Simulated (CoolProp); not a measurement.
Vapour pressure (kPa) of R236EA: the reference equation beside estimates from Tc = 412.4 K, pc = 3414 kPa, ω = 0.368. Clausius-Clapeyron is anchored at 294.3 K with a constant enthalpy of vaporisation of 23.98 kJ/mol.

The numbers come from the reference Helmholtz-energy equation of state, Rui 2013 in CoolProp.

```json
[
 {"T (K)": "270", "reference": "68.22", "Clausius-Clapeyron": "74.40", "van der Waals": "482.0"},
 {"T (K)": "274.9", "reference": "84.33", "Clausius-Clapeyron": "90.00", "van der Waals": "530.6"},
 {"T (K)": "279.7", "reference": "102.9", "Clausius-Clapeyron": "107.8", "van der Waals": "581.2"},
 {"T (K)": "284.6", "reference": "125.0", "Clausius-Clapeyron": "128.7", "van der Waals": "636.1"},
 {"T (K)": "289.5", "reference": "150.7", "Clausius-Clapeyron": "152.8", "van der Waals": "694.2"},
 {"T (K)": "294.3", "reference": "179.7", "Clausius-Clapeyron": "179.7", "van der Waals": "754.4"},
 {"T (K)": "299.2", "reference": "213.6", "Clausius-Clapeyron": "211.0", "van der Waals": "819.3"},
 {"T (K)": "304", "reference": "251.4", "Clausius-Clapeyron": "245.7", "van der Waals": "886.2"},
 {"T (K)": "308.9", "reference": "295.0", "Clausius-Clapeyron": "285.6", "van der Waals": "958.1"},
 {"T (K)": "313.7", "reference": "343.2", "Clausius-Clapeyron": "329.4", "van der Waals": "1032"},
 {"T (K)": "318.6", "reference": "398.4", "Clausius-Clapeyron": "379.4", "van der Waals": "1111"},
 {"T (K)": "323.4", "reference": "458.8", "Clausius-Clapeyron": "434.0", "van der Waals": "1192"},
 {"T (K)": "328.3", "reference": "527.4", "Clausius-Clapeyron": "495.8", "van der Waals": "1279"},
 {"T (K)": "333.2", "reference": "603.5", "Clausius-Clapeyron": "564.2", "van der Waals": "1370"}
]
```

Absolute difference from the reference over all 14 rows, mean and median: Clausius-Clapeyron 4.2 and 4.4 %, van der Waals 304.3 and 268.0 %.
